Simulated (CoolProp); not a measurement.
The fluid at 424.31 K and 0.0243 MPa flows at 1.4 m/s in a round tube of 1 mm bore and 15 µm roughness, fully developed (64/Re and Nu = 3.66 if laminar; Colebrook and Gnielinski if turbulent). The same conditions are run with several fluids, on thermodynamics alone (safety and materials aside).

Model: reference Helmholtz-energy equation of state of each fluid (n-decane: Lemmon 2006; R227EA: Lemmon 2016; oxygen: Schmidt 1985; CF4 (R14): Platzer 1990; benzene: Thol 2012), in CoolProp. The equations of Platzer and Polt are older, rougher fits.

Rank n-decane, R227EA, oxygen, CF4 (R14), benzene by Reynolds number, highest first.

n-decane (189), R227EA (100), benzene (70.7), CF4 (R14) (36.8), oxygen (11.4)

```json
[
 {"fluid": "n-decane", "Darcy friction factor": "0.338", "pressure drop (Pa/m)": "330", "heat-transfer coefficient (W/(m² K))": "70.3", "mass flow (kg/h)": "0.00395"},
 {"fluid": "R227EA", "Darcy friction factor": "0.638", "pressure drop (Pa/m)": "734", "heat-transfer coefficient (W/(m² K))": "84.2", "mass flow (kg/h)": "0.00464"},
 {"fluid": "oxygen", "Darcy friction factor": "5.60", "pressure drop (Pa/m)": "1210", "heat-transfer coefficient (W/(m² K))": "131", "mass flow (kg/h)": "0.000872"},
 {"fluid": "CF4 (R14)", "Darcy friction factor": "1.74", "pressure drop (Pa/m)": "1030", "heat-transfer coefficient (W/(m² K))": "95.9", "mass flow (kg/h)": "0.00240"},
 {"fluid": "benzene", "Darcy friction factor": "0.905", "pressure drop (Pa/m)": "479", "heat-transfer coefficient (W/(m² K))": "81.0", "mass flow (kg/h)": "0.00214"}
]
```

Above 300 K oxygen's equation is extrapolated.

Transport values come from each fluid's own correlations; those of R227EA, CF4 (R14) are estimates that may be off by 10 % or more.
